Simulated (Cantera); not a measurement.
Standard-state values (1 bar) from the NASA 1993 polynomials, evaluated with Cantera. Values are per mole of reaction as written; species without (g) are pure solids or liquids, kept so even where they would boil at 1 bar.

### Question
Between 300 and 2273 K, where is each reaction favourable under standard conditions?
- 2 NaCl + H₂(g) = 2 Na(g) + 2 HCl(g)

### Answer
- 2 NaCl + H₂(g) = 2 Na(g) + 2 HCl(g): ΔG° is 730 kJ at 300 K and 106 kJ at 2273 K; it stays positive (K < 1). ΔH° is 695 kJ and ΔS° 259 J/K at 2273 K.
